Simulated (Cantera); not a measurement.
A closed system holds: 1 mol PbO, 0.57 mol CO, 30 mol N2, at 14.0 mbar.

These are equilibrium values from Cantera (NASA tables, ideal gas, pure condensed phases), not measurements of a reactor. Candidate condensed phases: C, Pb, PbO, PbO2, Pb3O4; 27 gas species. Mutual solubility and eutectic melting of coexisting phases are not modelled. The numbers say what is thermodynamically allowed, not how fast it happens.

log p: log10 of the partial pressure in bar; n: condensed amount in mol.

| T (K) | log p N2 | log p CO2 | log p Pb | log p PbO | log p CO | log p Pb2 | n Pb(l) | n PbO(red) | n PbO(yellow) |
|---|---|---|---|---|---|---|---|---|---|
| 725 | -1.86 | -3.58 | -8.47 | ___ | -8.84 | <-13 | 0.570 | 0.430 | 0 |
| 750 | -1.86 | -3.58 | -8.02 | ___ | -8.68 | <-13 | 0.570 | 0.430 | 0 |
| 775 | -1.86 | -3.58 | -7.60 | ___ | -8.54 | <-13 | 0.570 | 0 | 0.430 |
| 800 | -1.86 | -3.58 | -7.21 | ___ | -8.41 | <-13 | 0.570 | 0 | 0.430 |
| 825 | -1.86 | -3.58 | -6.84 | ___ | -8.28 | -13.73 | 0.570 | 0 | 0.430 |
| 850 | -1.86 | -3.58 | -6.50 | ___ | -8.16 | -13.15 | 0.569 | 0 | 0.430 |
| 875 | -1.86 | -3.58 | -6.17 | ___ | -8.05 | -12.61 | 0.569 | 0 | 0.430 |
| 900 | -1.86 | -3.58 | -5.86 | ___ | -7.95 | -12.09 | 0.567 | 0 | 0.430 |
| 925 | -1.86 | -3.58 | -5.57 | ___ | -7.85 | -11.60 | 0.564 | 0 | 0.430 |
| 950 | -1.86 | -3.58 | -5.30 | ___ | -7.75 | -11.14 | 0.559 | 0 | 0.430 |
| 975 | -1.86 | -3.58 | -5.04 | ___ | -7.66 | -10.71 | 0.550 | 0 | 0.430 |
| 1000 | -1.86 | -3.58 | -4.79 | ___ | -7.57 | -10.29 | 0.535 | 0 | 0.429 |
| 1025 | -1.86 | -3.58 | -4.56 | ___ | -7.49 | -9.90 | 0.509 | 0 | 0.429 |
| 1050 | -1.86 | -3.58 | -4.33 | ___ | -7.41 | -9.53 | 0.468 | 0 | 0.427 |

Question: Complete the blanks.

Answer: 
- 725, log p PbO: -12.05
- 750, log p PbO: -11.38
- 775, log p PbO: -10.75
- 800, log p PbO: -10.15
- 825, log p PbO: -9.60
- 850, log p PbO: -9.08
- 875, log p PbO: -8.59
- 900, log p PbO: -8.13
- 925, log p PbO: -7.69
- 950, log p PbO: -7.28
- 975, log p PbO: -6.89
- 1000, log p PbO: -6.52
- 1025, log p PbO: -6.16
- 1050, log p PbO: -5.83
